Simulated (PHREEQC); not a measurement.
Make-up at 55 °C: 37 mmol/kgw LiOH, 5.8 mmol/kgw NH4HCO3 and 4.7 mmol/kgw Cs2CO3. Closed to the air; pH follows from the charge balance.

Model: ion-association model, wateq4f.dat, run in PHREEQC.

No solid was allowed to form.

Q: Estimate the pH.

A: pH 11.46.

Q: In which forms is C present?

A: CO3-2 97 %, HCO3- 2.6 % of the C.

Away from 25 °C the constants follow the database's enthalpies or fits; those with neither stay at their 25 °C values.
